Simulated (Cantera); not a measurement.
**Low-pressure radical oxidation in H2/O2**

An isothermal, constant-pressure homogeneous reactor starts with 28.6 % H2, 71.4 % O2, equivalence ratio 0.20, at 1275 K and 8.25 Torr.

Model: GRI-Mech 3.0 (53 species, 325 reactions), integrated in Cantera. Radical loss at walls, strong at low pressure, is not modelled. The temperature is held fixed by assumption; the heat of reaction is taken as removed at once.

```tsv
t (s)	x H2	x O2	x OH	x HO2	x H2O2	x O	x H2O
3.00e-6	0.286	0.714	4.80e-11	1.76e-9	<1e-12	4.96e-11	3.98e-12
9.84e-6	0.286	0.714	4.43e-10	5.78e-9	1.01e-12	4.89e-10	1.24e-10
3.23e-5	0.286	0.714	3.41e-9	1.90e-8	1.08e-11	4.37e-9	3.31e-9
0.000106	0.286	0.714	3.01e-8	6.22e-8	1.16e-10	4.46e-8	8.67e-8
0.000347	0.286	0.714	2.33e-6	2.14e-7	1.24e-9	3.55e-6	1.08e-5
0.00114	0.0366	0.577	0.0186	6.38e-6	3.90e-7	0.0732	0.186
0.00373	0.0163	0.572	0.0150	6.91e-6	3.03e-7	0.0820	0.224
0.0122	0.0115	0.609	0.0130	7.89e-6	3.93e-7	0.0514	0.269
0.0402	0.00286	0.654	0.00665	6.97e-6	3.95e-7	0.0115	0.320
0.132	0.000232	0.665	0.00190	1.99e-6	1.48e-7	0.000918	0.332
0.432	2.44e-5	0.666	0.000622	3.21e-7	4.16e-8	9.72e-5	0.333
1.42	4.15e-6	0.667	0.000258	7.18e-8	1.25e-8	1.67e-5	0.333
4.65	9.49e-7	0.667	0.000124	3.41e-8	3.97e-9	3.84e-6	0.333
15.2	3.06e-7	0.667	7.02e-5	3.72e-8	1.64e-9	1.24e-6	0.333
50.0	2.17e-7	0.667	5.91e-5	4.13e-8	1.29e-9	8.79e-7	0.333
```
x: mole fraction; the columns are a selection and need not sum to one.

Equilibrium at this temperature and pressure: H2 2.16e-7, O2 0.667, OH 5.90e-5, HO2 4.14e-8, H2O2 1.29e-9, O 8.75e-7, H2O 0.333 (gas phase only).
